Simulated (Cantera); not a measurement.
Input: 1 mol Al2O3, 600 mol H2, 2.8 mol N2, held at 973.15 K and 6.50 bar.

Method: chemical equilibrium by Gibbs-energy minimisation in Cantera with the NASA 1993 tables (ideal gas, pure condensed phases). Candidate condensed phases: Al, AlN, Al2O3, H2O; 35 gas species. Rates play no part.

Base state: H2 0.995, N2 0.00450, NH3 0.000302 (mole fractions); condensed: Al2O3(s).

Problem. What changes in the equilibrium state with this change: temperature from 973.15 K to 650 K?

Solution. 
| species | before | after |
|---|---|---|
| H2 | 0.995 | 0.993 |
| NH3 | 0.000302 | 0.00537 |
| N2 | 0.00450 | 0.00199 |
| Al2O3(s), mol | 1.000 | 1.00 |
